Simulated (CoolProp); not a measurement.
R1336mzz(E) at 293.15 K and 0.0178 MPa is throttled through a valve to 0.00216 MPa with no heat exchange. Each further row changes one setting.

Values from CoolProp's reference Helmholtz-energy equation of state, Akasaka 2023.

```
case                          final density (kg/m³)
----------------------------  ---------------------
as stated                                       [?]
outlet pressure 0.000648 MPa                    [?]
outlet pressure 0.00281 MPa                     [?]
```

### Question
Some entries are withheld; supply them.

### Answer

- as stated, final density (kg/m³): 0.146
- outlet pressure 0.000648 MPa, final density (kg/m³): 0.0437
- outlet pressure 0.00281 MPa, final density (kg/m³): 0.190
